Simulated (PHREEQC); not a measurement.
A solution holds 31 mmol/kgw HF and 55 mmol/kgw CsF, at 25 °C. Closed to the air; pH follows from the charge balance.

The numbers come from PHREEQC with the ion-association model, wateq4f.dat.

This is a speciation only: nothing precipitates in the calculation.

Task: Order these F species by the share of F that they hold, largest first: H2F2, HF2-, HF, F-.

Result: F- (59 %), HF (27 %), HF2- (11 %), H2F2 (3.3 %)

The pH is 3.42 and the ionic strength 0.0554 mol/kgw. Complexes and solids missing from the database can't appear.
